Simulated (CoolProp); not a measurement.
Vapour-liquid equilibrium of benzene (1) + toluene (2) at 223.55 °C; x and y are mole fractions of (1).

Model: multi-fluid Helmholtz-energy mixture model, Thol 2012 and Lemmon 2006; pair parameters Bell 2016, in CoolProp.

```tsv
x	bubble pressure, mixture model (bar)	bubble pressure, Raoult's law (bar)	y, mixture model	y, Raoult's law
0.05	11.59	11.64	0.076	0.089
0.2	12.89	13.06	0.280	0.316
0.35	14.24	14.48	0.455	0.499
0.5	15.63	15.90	0.607	0.649
0.65	17.07	17.32	0.740	0.774
0.8	18.56	18.74	0.859	0.881
0.95	20.11	20.16	0.966	0.972
```

The largest gap from Raoult's law is -1.7 % in bubble pressure, at x = 0.5. No azeotrope shows between x = 0.05 and 0.95.

Pair parameters are fitted to limited data, so mixtures are less certain than the pure fluids.
